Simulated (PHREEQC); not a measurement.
Synthetic water in mg/L, 25 °C, pH 3.49, pe 10.5:

| constituent | mg/L |
|---|---|
| Na | 122 |
| K | 0.268 |
| Ca | 128 |
| Mg | 32.3 |
| Cl | 41.3 |
| S(6) as SO4 | 688 |
| Mn(2) | 0.164 |
| Al | 3.06 |

Cl is adjusted to close the charge balance.
Valence states are taken as typed.

The numbers come from PHREEQC with the ion-association model, phreeqc.dat.

Task: The ionic strength comes out as 0.0214 mol/kgw. What activity coefficients do Mg+2, Al(SO4)2-, Na+, K+, Cl- get?

Result: Mg+2 0.59, Al(SO4)2- 0.87, Na+ 0.87, K+ 0.86, Cl- 0.86.

This is a speciation only: nothing precipitates in the calculation.
